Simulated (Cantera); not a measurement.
Feed: 1 mol Al(CH3)3, 0.38 mol H2O, 6.7 mol N2, at 1923.15 K and 13.3 mbar.

These are equilibrium values from Cantera (NASA tables, ideal gas, pure condensed phases), not measurements of a reactor. Candidate condensed phases: Al, AlN, Al2O3, C, C6H6, C7H8, C8H18, H2O; 148 gas species. The feed counts by its element totals alone. Equilibrium is a limit: real reactors are often held back by kinetics, nucleation or transport.

Base state: N2 0.536, H2 0.417, CO 0.0329, H 0.00527, HCN 0.00508, Al 0.00400, HNC 0.000250, C2H2 (acetylene) 0.000188 (mole fractions); condensed: AlN(s) + C(graphite).

Problem. What changes in the equilibrium state with this change: temperature from 1923.15 K to 1798.15 K?

Solution. 
```tsv
species	before	after
N2	0.536	0.539
H2	0.417	0.423
CO	0.0329	0.0331
Al	0.00400	0.000255
H	0.00527	0.00198
AlH	9.92e-5	8.75e-6
C2H2 (acetylene)	0.000188	7.30e-5
HNC	0.000250	0.000110
AlN(s), mol	0.953	0.997
C(graphite), mol	2.55	2.58
```

Problem. What changes in the equilibrium state with this change: temperature from 1923.15 K to 625 K?

Solution. 
| species | before | after |
|---|---|---|
| N2 | 0.536 | 0.604 |
| H2 | 0.417 | 0.327 |
| CH4 | 1.22e-6 | 0.0691 |
| CO | 0.0329 | <1e-9 |
| Al | 0.00400 | <1e-9 |
| H | 0.00527 | <1e-9 |
| HCN | 0.00508 | <1e-9 |
| HNC | 0.000250 | <1e-9 |
| C2H2 (acetylene) | 0.000188 | <1e-9 |
| AlH | 9.92e-5 | <1e-9 |
| AlN(s), mol | 0.953 | 0.747 |
| C(graphite), mol | 2.55 | 2.28 |
| Al2O3(s), mol | 0 | 0.127 |
